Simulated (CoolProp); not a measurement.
Vapour-liquid equilibrium of R152A (1) + n-butane (2) at 253.4 K; x and y are mole fractions of (1).

Values from CoolProp's multi-fluid Helmholtz-energy mixture model, Outcalt 1996 and Bücker 2006; pair parameters Bell 2016.

```json
[
 {"x": "0.05", "bubble pressure, mixture model (MPa)": "0.07171", "bubble pressure, Raoult's law (MPa)": "0.04954", "y, mixture model": "0.384", "y, Raoult's law": "0.123"},
 {"x": "0.15", "bubble pressure, mixture model (MPa)": "0.1021", "bubble pressure, Raoult's law (MPa)": "0.05716", "y, mixture model": "0.593", "y, Raoult's law": "0.320"},
 {"x": "0.25", "bubble pressure, mixture model (MPa)": "0.1164", "bubble pressure, Raoult's law (MPa)": "0.06479", "y, mixture model": "0.661", "y, Raoult's law": "0.471"},
 {"x": "0.35", "bubble pressure, mixture model (MPa)": "0.1231", "bubble pressure, Raoult's law (MPa)": "0.07241", "y, mixture model": "(withheld)", "y, Raoult's law": "0.590"},
 {"x": "0.45", "bubble pressure, mixture model (MPa)": "0.1266", "bubble pressure, Raoult's law (MPa)": "0.08004", "y, mixture model": "(withheld)", "y, Raoult's law": "0.686"},
 {"x": "0.55", "bubble pressure, mixture model (MPa)": "0.1288", "bubble pressure, Raoult's law (MPa)": "0.08766", "y, mixture model": "0.725", "y, Raoult's law": "0.765"},
 {"x": "0.65", "bubble pressure, mixture model (MPa)": "0.1305", "bubble pressure, Raoult's law (MPa)": "0.09529", "y, mixture model": "0.743", "y, Raoult's law": "0.832"},
 {"x": "0.75", "bubble pressure, mixture model (MPa)": "0.1316", "bubble pressure, Raoult's law (MPa)": "0.1029", "y, mixture model": "0.772", "y, Raoult's law": "0.889"},
 {"x": "0.85", "bubble pressure, mixture model (MPa)": "0.1313", "bubble pressure, Raoult's law (MPa)": "0.1105", "y, mixture model": "0.822", "y, Raoult's law": "0.938"},
 {"x": "0.95", "bubble pressure, mixture model (MPa)": "0.1270", "bubble pressure, Raoult's law (MPa)": "0.1182", "y, mixture model": "(withheld)", "y, Raoult's law": "0.981"}
]
```

Some entries are withheld; supply them.


- 0.35, y, mixture model: 0.691
- 0.45, y, mixture model: 0.710
- 0.95, y, mixture model: 0.918

The largest gap from Raoult's law is +79.7 % in bubble pressure, at x = 0.25. y crosses x between x = 0.75 and 0.85: the model has an azeotrope there.

The pair parameters rest on a limited set of measurements; away from them the model extrapolates. With so large a gap from Raoult's law the liquid may split in two, which this calculation doesn't test in full.
